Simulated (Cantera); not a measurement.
A closed system holds: 1 mol B, 1 mol H2O, 4.9 mol H2, equilibrated at 800 °C and 9.00 Torr.

Cantera equilibrium calculation (NASA polynomials, part measured and part estimated; ideal gas, pure solids and liquids). Candidate condensed phases: B, B2O3, B3O3H3, H2O; 23 gas species. Mutual solubility and eutectic melting of coexisting phases are not modelled. Equilibrium is a limit: real reactors are often held back by kinetics, nucleation or transport.

Q: What is the equilibrium state?

A: 
```json
{
  "x(H2)": "0.999",
  "x(B3O3H3)": "0.000707",
  "x(HBO)": "4.60e-5",
  "n(B(s))": "0.329 mol",
  "n(B2O3(l))": "0.329 mol",
  "gas_amount": "5.898 mol",
  "log10 activity of B3O3H3(s) (absent)": "-8.84"
}
```
